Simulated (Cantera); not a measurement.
A closed system holds: 1 mol BCl3, 27 mol N2, equilibrated at 850 K and 0.0100 bar.

Equilibrium computed with Cantera from the NASA thermochemical tables; the gas is ideal and each condensed phase is pure. Candidate condensed phases: B, BN; 10 gas species. Kinetics and transport are ignored.

Base state: N2 0.964, BCl3 0.0357 (mole fractions); condensed: gas only.

Q: What changes in the equilibrium state with this change: BCl3 replaced by borazine?

A: 
```csv
species,before,after
N2,0.964,0.900
H2,0,0.1000
BCl3,0.0357,0
"BN(s), mol",0,3.00
```
The feed counts by its element totals alone.
